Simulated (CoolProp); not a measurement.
Vapour-liquid equilibrium of R134a (1) + isobutane (2) at 239.2 K; x and y are mole fractions of (1).

The numbers come from the multi-fluid Helmholtz-energy mixture model, Tillner-Roth 1994 and Bücker 2006; pair parameters Bell 2016 in CoolProp.

```
x     bubble pressure (kPa)  y at the bubble point  dew pressure at overall composition x (kPa)  liquid density (mol/L)
----  ---------------------  ---------------------  -------------------------------------------  ----------------------
0.05                  57.68                  0.353                                        40.62                   10.71
0.15                  79.03                  0.557                                        45.05                   10.89
0.25                  87.83                  0.619                                        50.53                   11.09
0.35                  90.85                  0.642                                        57.44                   11.32
0.45                  91.55                  0.648                                        66.37                   11.57
0.55                  91.61                  0.649                                        78.07                   11.86
0.65                  91.64                  0.652                                        91.63                   12.19
0.75                  91.36                  0.664                                        86.12                   12.57
0.85                  89.09                  0.706                                        79.10                   12.99
0.95                  80.09                  0.836                                        72.63                   13.46
```

y crosses x between x = 0.65 and 0.75: the model has an azeotrope there.

Pair parameters are fitted to limited data, so mixtures are less certain than the pure fluids. With so large a gap from Raoult's law the liquid may split in two, which this calculation doesn't test in full.
